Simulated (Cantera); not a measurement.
Charge: 1 mol CH3OH, 0.063 mol O2, held at 0.0230 bar.

Equilibrium computed with Cantera from the NASA thermochemical tables; the gas is ideal and each condensed phase is pure. Candidate condensed phases: C, C6H6, C7H8, C8H18, H2O; 131 gas species. Ions and electrons are included (thermal ionisation). The numbers say what is thermodynamically allowed, not how fast it happens.

x: gas mole fraction; nothing condenses.

```tsv
T (K)	x H	x H2	x CO	x O	x H2O	x C
2500	0.121	0.530	0.310	0.000242	0.0343	1.94e-11
2750	0.285	0.398	0.282	0.00224	0.0258	2.28e-10
3000	0.497	0.228	0.244	0.0104	0.0108	2.30e-9
3250	0.660	0.0973	0.215	0.0197	0.00181	3.16e-8
3500	0.736	0.0358	0.202	0.0231	0.000204	4.61e-7
3750	0.764	0.0134	0.198	0.0241	2.46e-5	5.38e-6
4000	0.774	0.00542	0.196	0.0244	3.65e-6	4.78e-5
4250	0.777	0.00241	0.195	0.0248	6.69e-7	0.000329
4500	0.778	(withheld)	0.193	0.0262	(withheld)	(withheld)
4750	0.774	(withheld)	0.187	(withheld)	(withheld)	(withheld)
5000	0.765	0.000326	0.173	0.0427	1.78e-8	0.0185
```

Task: Some entries are withheld; supply them.

Result: 
- 4750, x H2: 0.000600
- 4750, x O: 0.0312
- 4750, x H2O: 4.58e-8
- 4750, x C: 0.00675
- 4500, x H2: 0.00116
- 4500, x H2O: 1.53e-7
- 4500, x C: 0.00175
